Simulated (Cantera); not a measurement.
Metals in furnace atmospheres: Fe + CO2 + N2 + H2S

A closed system holds: 1 mol Fe, 0.55 mol CO2, 47 mol N2, 0.06 mol H2S, held at 1373 K.

Cantera equilibrium calculation (NASA polynomials, part measured and part estimated; ideal gas, pure solids and liquids). Candidate condensed phases: C, C6H6, C7H8, C8H18, Fe, Fe(CO)5, FeO, Fe(OH)2, Fe(OH)3, FeS, FeSO4, FeS2, Fe2O3, Fe2(SO4)3, Fe3O4, H2O, H2SO4, S; 154 gas species. Metal and sulfide melt together well below either melting point, which pure phases cannot show. Mutual solubility and eutectic melting of coexisting phases are not modelled. The tables' stoichiometric FeO is somewhat more stable than real wüstite, so its field is too wide. FeO, FeS: taken at fixed stoichiometry. Kinetics and transport are ignored.

From 10.0 Pa to 1.20 mbar the condensed part is Fe(γ) + FeO(s). From 16.0 mbar to 30.0 bar the condensed part is Fe(γ) + FeO(s) + FeS(s).

```json
[
 {"P (Pa)": "10", "log p N2": "-4.01", "log p CO": "-6.01", "log p CO2": "-6.76", "log p H2": "-7.04", "log p S2": "-7.33", "log p H2O": "-7.48", "log p SO2": "-7.66", "log p Fe": "-8.11", "n Fe(γ)": "0.569", "n FeO(s)": "0.427", "n FeS(s)": "0"},
 {"P (Pa)": "120", "log p N2": "-2.93", "log p CO": "-4.93", "log p CO2": "-5.68", "log p H2": "-5.96", "log p S2": "-6.16", "log p H2O": "-6.40", "log p SO2": "-7.08", "log p Fe": "-8.11", "n Fe(γ)": "0.556", "n FeO(s)": "0.444", "n FeS(s)": "0"},
 {"P (Pa)": "1600", "log p N2": "-1.80", "log p CO": "-3.80", "log p CO2": "-4.56", "log p H2": "-4.83", "log p S2": "-5.72", "log p H2O": "-5.27", "log p SO2": "-6.86", "log p Fe": "-8.11", "n Fe(γ)": "0.502", "n FeO(s)": "0.451", "n FeS(s)": "0.0473"},
 {"P (Pa)": "19000", "log p N2": "-0.73", "log p CO": "-2.73", "log p CO2": "-3.48", "log p H2": "-3.76", "log p S2": "-5.72", "log p H2O": "-4.20", "log p SO2": "-6.86", "log p Fe": "-8.11", "n Fe(γ)": "0.490", "n FeO(s)": "0.452", "n FeS(s)": "0.0584"},
 {"P (Pa)": "240000", "log p N2": "0.37", "log p CO": "-1.63", "log p CO2": "-2.38", "log p H2": "-2.66", "log p S2": "-5.72", "log p H2O": "-3.10", "log p SO2": "-6.86", "log p Fe": "-8.11", "n Fe(γ)": "0.489", "n FeO(s)": "0.452", "n FeS(s)": "0.0593"},
 {"P (Pa)": "3000000", "log p N2": "1.47", "log p CO": "-0.53", "log p CO2": "-1.28", "log p H2": "-1.56", "log p S2": "-5.72", "log p H2O": "-2.00", "log p SO2": "-6.86", "log p Fe": "-8.11", "n Fe(γ)": "0.489", "n FeO(s)": "0.452", "n FeS(s)": "0.0594"}
]
```
log p: log10 of the partial pressure in bar; n: condensed amount in mol.
